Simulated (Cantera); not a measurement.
# Hydrogen reduction and annealing atmospheres: Cu₂O + H₂

Input: 1 mol Cu₂O, 810 mol H₂, equilibrated at 1948.15 K.

These are equilibrium values from Cantera (NASA tables, ideal gas, pure condensed phases), not measurements of a reactor. Candidate condensed phases: Cu, CuO, Cu(OH)₂, Cu₂O, H₂O; 12 gas species. Rates play no part.

```csv
P (Pa),log p H₂,log p H,log p Cu,log p H₂O,log p OH,log p Cu₂,log p O,n Cu(l)
10,-4.05,-4.97,-6.63,-6.94,-8.90,-13.15,-9.95,0
52,-3.31,-4.60,-5.90,-6.21,-8.54,-11.69,-9.97,0
270,-2.58,-4.24,-5.18,-5.48,-8.18,-10.25,-9.97,0
1400,-1.86,-3.88,-4.46,-4.77,-7.83,-8.81,-9.97,0
7200,-1.15,-3.52,-3.75,-4.05,-7.47,-7.39,-9.97,0
37000,-0.43,-3.16,-3.04,-3.34,-7.11,-5.97,-9.97,0
190000,0.28,-2.81,-2.58,-2.63,-6.76,-5.04,-9.97,0.872
1000000,1.00,-2.45,-2.58,-1.91,-6.40,-5.04,-9.97,1.79
```
log p: log10 of the partial pressure in bar; n: condensed amount in mol.

From 10.0 Pa to 0.370 bar nothing is condensed. From 1.90 bar to 10.0 bar the condensed part is Cu(l). The main Cu-bearing gas is Cu throughout.
